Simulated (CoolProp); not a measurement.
A single-stage vapour-compression cycle with the fluid: evaporating at 304.15 K (dew point), condensing at 327.15 K (bubble point), superheat 10 K, subcooling 2 K, compressor efficiency 0.6, no pressure losses. The same conditions are run with several fluids, on thermodynamics alone (safety and materials aside).

Values from CoolProp's reference Helmholtz-energy equation of state of each fluid (R1336mzz(Z): McLinden 2020; R236EA: Rui 2013; R404A: Lemmon 2003; propyne: Polt 1992; R365MFC: Lemmon 2016; vinyl chloride: Thol 2022). The equations of Platzer and Polt are older, rougher fits. Blends and air are pseudo-pure fits.

Question: Rank R1336mzz(Z), R236EA, R404A, propyne, R365MFC, vinyl chloride by cooling COP, highest first.

Answer: R365MFC (7.39), R1336mzz(Z) (7.35), vinyl chloride (7.26), R236EA (7.21), propyne (7.17), R404A (5.95)

```csv
fluid,pressure ratio,discharge temperature (K),refrigerating effect (kJ/kg),volumetric capacity (kJ/m³)
R1336mzz(Z),2.20,339.0,148,900
R236EA,2.02,338.8,134,2130
R404A,1.74,345.3,110,7820
propyne,1.81,355.3,423,5020
R365MFC,2.26,338.6,173,729
vinyl chloride,1.84,361.5,293,3580
```
